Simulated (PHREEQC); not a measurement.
Solution (20 °C): 0.0011 mol/kgw NaNO3. Closed to the air; pH follows from the charge balance.

All values are PHREEQC results (ion-association model, wateq4f.dat), not measurements.

ionic strength: 0.00110 mol/kgw

```csv
species,molality,activity,log γ
NO3-,0.00110,0.00106,-0.016
Na+,0.00110,0.00106,-0.016
H+,8.54e-8,8.25e-8,-0.015
OH-,8.54e-8,8.23e-8,-0.016
```

Precipitation was switched off in this run. Complexes and solids missing from the database can't appear.
